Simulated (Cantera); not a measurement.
# Adiabatic ignition

An adiabatic, constant-pressure homogeneous reactor starts with C₂H₄ : O₂ : N₂ : CO₂ : H₂O = 1 : 1.43 : 5.37 : 1.1 : 0.01 (molar parts), equivalence ratio 2.1, at 1523 K and 4.93 atm.

Computed with Cantera and GRI-Mech 3.0 (53 species, 325 reactions). GRI-Mech 3.0 was tuned for natural gas; its chemistry of ethylene as a main component is partial and can be far from experiment.

| t (s) | T (K) | x C₂H₄ | x O₂ | x CO₂ | x H₂O₂ | x C₂H₆ |
|---|---|---|---|---|---|---|
| 6.00e-6 | 1634 | 0.0875 | 0.135 | 0.122 | 0.000201 | 0.000153 |
| 2.00e-5 | 2630 | 2.82e-6 | 5.03e-5 | 0.0701 | 1.21e-8 | 2.73e-8 |
| 6.65e-5 | 2617 | 7.77e-10 | 4.23e-5 | 0.0641 | 1.37e-8 | <1e-12 |
| 0.000221 | 2609 | <1e-12 | 6.34e-5 | 0.0640 | 1.89e-8 | <1e-12 |
| 0.000736 | 2609 | <1e-12 | 6.39e-5 | 0.0640 | 1.90e-8 | <1e-12 |
| 0.00245 | 2609 | <1e-12 | 6.38e-5 | 0.0640 | 1.90e-8 | <1e-12 |
| 0.00815 | 2609 | <1e-12 | 6.37e-5 | 0.0640 | 1.90e-8 | <1e-12 |
| 0.0271 | 2609 | <1e-12 | 6.37e-5 | 0.0640 | 1.90e-8 | <1e-12 |
| 0.0903 | 2609 | <1e-12 | 6.37e-5 | 0.0640 | 1.90e-8 | <1e-12 |
| 0.300 | 2609 | <1e-12 | 6.37e-5 | 0.0640 | 1.90e-8 | <1e-12 |
| 1.00 | 2609 | <1e-12 | 6.37e-5 | 0.0640 | 1.90e-8 | <1e-12 |
x: mole fraction; the columns are a selection and need not sum to one.

```yaml
time_of_steepest_temperature_rise: 6.75 µs
temperature at 1.00 s: 2609 K
equilibrium_temperature: 2609 K
x(C₂H₄) at 1.00 s: <1e-12 (gas-phase equilibrium <1e-12)
x(O₂) at 1.00 s: 6.37e-5 (gas-phase equilibrium 6.37e-5)
x(CO₂) at 1.00 s: 0.0640 (gas-phase equilibrium 0.0640)
```
